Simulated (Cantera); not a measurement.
Cantera run:

```python
import numpy as np
import cantera as ct

gas_names = [...]  # 148 gases of nasa_gas.yaml made of Al, C, H, N, O
cond_names = """
    AL(cr) AL(L) ALN(s) AL2O3(a) AL2O3(L) C(gr) C6H6(L) C7H8(L) C8H18(L),n-octa H2O(s) H2O(L)
""".split()


# ... load() reads the species with a 1 bar reference pressure and builds the phases ...
atoms = {
    'Al(CH3)3': {'AL': 1, 'C': 3, 'H': 9},
    'N2O': {'N': 2, 'O': 1},
    'N2': {'N': 2},
}
top_T = {'ALN(s)': 2750, 'C(gr)': 4500}  # K; cautious upper limits of use, not melting points


# ... equilibrate(T, P, feed) seeds the gas with the atoms and calls Mixture.equilibrate('TP', solver="vcs", rtol=1e-11, max_steps=5000) ...
results = []
feed = {'Al(CH3)3': 1, 'N2O': 0.62, 'N2': 2}  # mol
P = 1000  # Pa
for T in [750, 950, 1150, 1350, 1550, 1750, 1950]:
    mix = equilibrate(T, P, feed)
    results.append((T, P, feed, dict(zip(mix.species_names, mix.species_moles))))
    x = sorted(zip(gas.X, gas.species_names), reverse=True)
    print(f"T = {T:g} K  P = {P:g} Pa  gas = {mix.phase_moles(0):.4g} mol")
    print("   x: " + "  ".join(f"{s} {v:.3e}" for v, s in x if v > 1e-06))
    print("   condensed (mol): " + ("  ".join(f"{mix.phase(i).name} {mix.phase_moles(i):.4g}"
          for i in range(1, mix.n_phases) if mix.phase_moles(i) > 1e-12) or "none"))
```

Output:

```
T = 750 K  P = 1000 Pa  gas = 6.738 mol
   x: H2 6.415e-01  N2 3.453e-01  CH4 1.315e-02  NH3 1.542e-05
   condensed (mol): ALN(s) 0.5867  AL2O3(a) 0.2067  C(gr) 2.911
T = 950 K  P = 1000 Pa  gas = 6.822 mol
   x: H2 6.582e-01  N2 3.411e-01  CH4 7.261e-04  CO 4.704e-06  NH3 2.572e-06  HCN 1.058e-06
   condensed (mol): ALN(s) 0.5867  AL2O3(a) 0.2067  C(gr) 2.995
T = 1150 K  P = 1000 Pa  gas = 6.83 mol
   x: H2 6.587e-01  N2 3.404e-01  CO 7.863e-04  CH4 1.015e-04  HCN 1.979e-05
   condensed (mol): ALN(s) 0.5902  AL2O3(a) 0.2049  C(gr) 2.994
T = 1350 K  P = 1000 Pa  gas = 6.955 mol
   x: H2 6.469e-01  N2 3.253e-01  CO 2.761e-02  HCN 1.495e-04  CH4 2.413e-05  H 1.917e-05  HNC 1.469e-06  H2O 1.024e-06
   condensed (mol): ALN(s) 0.7147  AL2O3(a) 0.1427  C(gr) 2.807
T = 1550 K  P = 1000 Pa  gas = 7.241 mol
   x: H2 6.210e-01  N2 2.925e-01  CO 8.562e-02  HCN 6.337e-04  H 2.482e-04  HNC 1.251e-05  C2H2,acetylene 9.964e-06  CH4 7.840e-06
   condensed (mol): ALN(s) 1  C(gr) 2.375
T = 1750 K  P = 1000 Pa  gas = 7.248 mol
   x: H2 6.188e-01  N2 2.915e-01  CO 8.553e-02  HCN 2.029e-03  H 1.829e-03  AL 1.661e-04  C2H2,acetylene 7.110e-05  HNC 6.860e-05  ALH 6.837e-06  CH4 3.497e-06  AL2O 1.196e-06
   condensed (mol): ALN(s) 0.9987  C(gr) 2.364
T = 1950 K  P = 1000 Pa  gas = 7.437 mol
   x: H2 5.975e-01  N2 2.899e-01  CO 8.330e-02  AL 1.440e-02  H 8.861e-03  HCN 5.015e-03  ALH 3.483e-04  C2H2,acetylene 3.266e-04  HNC 2.596e-04  AL2O 6.981e-05  CH4 1.737e-06  CN 1.556e-06
   condensed (mol): ALN(s) 0.8892  C(gr) 2.336
```

These are equilibrium values from Cantera (NASA tables, ideal gas, pure condensed phases), not measurements of a reactor. The feed counts by its element totals alone. Mutual solubility and eutectic melting of coexisting phases are not modelled. Condensed phases not in the tables: aluminium oxynitride.
